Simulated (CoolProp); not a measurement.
Vapour pressure (kPa) of octamethylcyclotetrasiloxane (D4): the reference equation beside estimates from Tc = 313.4 °C, pc = 1347 kPa, ω = 0.598.

Model: reference Helmholtz-energy equation of state, Thol 2015, in CoolProp.

```tsv
T (°C)	reference	Lee-Kesler	Redlich-Kwong
106.95	11.56	11.66	59.32
123.85	21.61	21.67	88.16
140.85	37.91	37.89	126.4
157.75	62.62	62.51	174.9
174.75	98.80	98.59	235.8
191.65	149.2	148.9	309.7
208.55	217.4	217.0	398.3
225.55	307.9	307.6	503.4
```

Absolute difference from the reference over all 8 rows, mean and median: Lee-Kesler 0.3 and 0.2 %, Redlich-Kwong 190.8 and 159.0 %.
